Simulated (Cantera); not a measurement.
Standard-state values (1 bar) from the NASA 1993 polynomials, evaluated with Cantera. Values are per mole of reaction as written; species without (g) are pure solids or liquids, kept so even where they would boil at 1 bar.

Question: Between 300 and 1848 K, where is each reaction favourable under standard conditions?
- 3 Si + 4 NH3(g) ⇌ 3 SiH4(g) + 4 N(g)

Answer: 
- 3 Si + 4 NH3(g) ⇌ 3 SiH4(g) + 4 N(g): ΔG° is 2058 kJ at 300 K and 1411 kJ at 1848 K; it stays positive (K < 1). ΔH° is 2065 kJ and ΔS° 353 J/K at 1848 K.
